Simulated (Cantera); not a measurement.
Feed: 1 mol CCl4, 0.016 mol Si, a varied amount of H2, equilibrated at 2250 °C and 0.0398 Torr.

Cantera equilibrium calculation (NASA polynomials, part measured and part estimated; ideal gas, pure solids and liquids). Candidate condensed phases: C, C6H6, C7H8, C8H18, Si, SiC; 109 gas species. The tables' values for SiCl are old estimates; treat these amounts as uncertain. Equilibrium is a limit: real reactors are often held back by kinetics, nucleation or transport.

Task: At 0.57 mol H2, list the 4 most abundant gas species with their mole fractions, and the condensed phases.

Result: Cl 0.760, H 0.200, HCl 0.0148, C3 0.0134. Condensed: C(graphite).
